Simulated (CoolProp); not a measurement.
Water at 312.46 K and 2.78 MPa flows at 3.6 m/s in a round tube of 20 mm bore and 1.5 µm roughness, fully developed (64/Re and Nu = 3.66 if laminar; Colebrook and Gnielinski if turbulent). Each further row changes one setting.

Computed with CoolProp (reference Helmholtz-energy equation of state, Wagner 2002).

```
case              Reynolds number  Darcy friction factor  pressure drop (Pa/m)  heat-transfer coefficient (W/(m² K))  mass flow (kg/h)
----------------  ---------------  ---------------------  --------------------  ------------------------------------  ----------------
as stated                  108000                 0.0181                  5830                                 16600              4050
velocity 7.2 m/s           216000                 0.0160                 20600                                 30400              8090
diameter 40 mm             216000                 0.0157                  2530                                 15000             16200
```

Viscosity comes from a separate model (Huber 2009). Thermal conductivity comes from a separate model (Huber 2012).
